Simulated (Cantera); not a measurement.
Charge: 1 mol C₂H₂, 0.09 mol H₂O, held at 10000 Pa.

Equilibrium computed with Cantera from the NASA thermochemical tables; the gas is ideal and each condensed phase is pure. Candidate condensed phases: C, C₆H₆, C₇H₈, C₈H₁₈, H₂O; 110 gas species. Equilibrium is a limit: real reactors are often held back by kinetics, nucleation or transport.

x: gas mole fraction; n: condensed amount in mol.

| T (K) | x H₂ | x H | x CO | x C₂H₂ (acetylene) | x C₂H | x C₄H₂ | n C(graphite) |
|---|---|---|---|---|---|---|---|
| 1898 | 0.921 | 0.00237 | 0.0762 | 0.000347 | 1.16e-8 | 5.20e-8 | 1.91 |
| 1973 | 0.919 | (withheld) | 0.0761 | (withheld) | (withheld) | (withheld) | 1.91 |
| 2048 | 0.916 | 0.00678 | 0.0760 | 0.000961 | 1.56e-7 | 4.06e-7 | 1.91 |
| 2123 | 0.912 | 0.0108 | 0.0759 | 0.00151 | 4.98e-7 | 1.01e-6 | 1.91 |
| 2198 | 0.905 | (withheld) | 0.0756 | (withheld) | (withheld) | (withheld) | 1.90 |
| 2273 | 0.896 | 0.0251 | 0.0753 | 0.00338 | 4.00e-6 | 5.21e-6 | 1.90 |
| 2348 | 0.884 | 0.0367 | 0.0749 | 0.00483 | 1.02e-5 | 1.08e-5 | 1.90 |
| 2423 | 0.867 | 0.0522 | 0.0743 | 0.00671 | 2.45e-5 | 2.14e-5 | 1.89 |
| 2498 | 0.845 | 0.0724 | 0.0735 | 0.00906 | 5.56e-5 | 4.01e-5 | 1.89 |
| 2573 | 0.817 | 0.0982 | 0.0725 | 0.0119 | 0.000119 | 7.20e-5 | 1.88 |
| 2648 | 0.783 | 0.130 | 0.0713 | 0.0152 | 0.000245 | 0.000123 | 1.87 |

Q: What belongs in the gaps?

A: 
- 2198, x H: 0.0168
- 2198, x C₂H₂ (acetylene): 0.00229
- 2198, x C₂H: 1.46e-6
- 2198, x C₄H₂: 2.37e-6
- 1973, x H: 0.00409
- 1973, x C₂H₂ (acetylene): 0.000589
- 1973, x C₂H: 4.47e-8
- 1973, x C₄H₂: 1.51e-7
